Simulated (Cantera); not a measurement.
Feed: 1 mol MgCO3, 1.5 mol H2, 0.7 mol H2O, held at 2173.15 K and 13300 Pa.

Cantera equilibrium calculation (NASA polynomials, part measured and part estimated; ideal gas, pure solids and liquids). Candidate condensed phases: C, C6H6, C7H8, C8H18, H2O, Mg, MgCO3, MgO, Mg(OH)2; 116 gas species. Equilibrium is a limit: real reactors are often held back by kinetics, nucleation or transport.

Base state: H2O 0.445, H2 0.236, CO 0.228, CO2 0.0829, H 0.00642, OH 0.00162, Mg 0.000585, MgOH 9.44e-5 (mole fractions); condensed: MgO(s).

### Question
What changes in the equilibrium state with this change: temperature from 2173.15 K to 1250 K?

### Answer
| species | before | after |
|---|---|---|
| H2O | 0.445 | 0.389 |
| H2 | 0.236 | 0.298 |
| CO | 0.228 | 0.170 |
| CO2 | 0.0829 | 0.142 |
| Mg | 0.000585 | <1e-9 |
| OH | 0.00162 | 9.73e-9 |
| MgOH | 9.44e-5 | <1e-9 |
| Mg(OH)2 | 6.24e-5 | <1e-9 |
| MgO(s), mol | 0.998 | 1.00 |

### Question
What changes in the equilibrium state with this change: pressure from 13300 Pa to 210 Pa?

### Answer
| species | before | after |
|---|---|---|
| H2O | 0.445 | 0.421 |
| CO | 0.228 | 0.205 |
| H2 | 0.236 | 0.191 |
| H | 0.00642 | 0.0460 |
| Mg | 0.000585 | 0.0318 |
| OH | 0.00162 | 0.0136 |
| CO2 | 0.0829 | 0.0869 |
| O2 | 2.48e-5 | 0.00214 |
| O | 3.10e-5 | 0.00230 |
| MgO | 3.54e-6 | 0.000225 |
| MgOH | 9.44e-5 | 0.000677 |
| MgH | 1.78e-6 | 1.09e-5 |
| MgO(s), mol | 0.998 | 0.888 |
The tables' values for MgH are old estimates; treat these amounts as uncertain.
